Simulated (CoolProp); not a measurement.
The numbers come from the reference Helmholtz-energy equation of state, Platzer 1990 in CoolProp. This equation is an older, rougher fit; its heat capacities, sound speeds and derivatives of the liquid may be far off and weren't checked against measurements.

**Question.** Give the vapour pressure (MPa), enthalpy of vaporisation (kJ/kg), vapour Z, vapour viscosity (µPa s) of saturated CF4 (R14) at 163.7 K.

**Answer.** 
| T (K) | p (MPa) | enthalpy of vaporisation (kJ/kg) | vapour Z | vapour viscosity (µPa s) |
|---|---|---|---|---|
| 163.7 | 0.318 | 123 | 0.918 | 10.1 |

Viscosity comes from a separate model (Huber 2003), an estimate that may be off by 10 % or more.
